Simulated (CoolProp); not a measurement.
Vapour-liquid equilibrium of propane (1) + cyclohexane (2) at 324.4 K; x and y are mole fractions of (1).

Computed with CoolProp (multi-fluid Helmholtz-energy mixture model, Lemmon 2009 and Zhou 2014; pair parameters Bell 2016).

Question: Give the bubble pressure and the first vapour's composition at x = 0.05, 0.25, 0.55. Is there an azeotrope?

Answer: x = 0.05: 130.7 kPa, y = 0.713; x = 0.25: 490.4 kPa, y = 0.930; x = 0.55: 978.7 kPa, y = 0.972. No azeotrope shows between x = 0.05 and 0.95.

Pair parameters are fitted to limited data, so mixtures are less certain than the pure fluids. The gap from Raoult's law changes sign with composition, which may be real or a fault of the pair parameters; it wasn't checked against measurements.
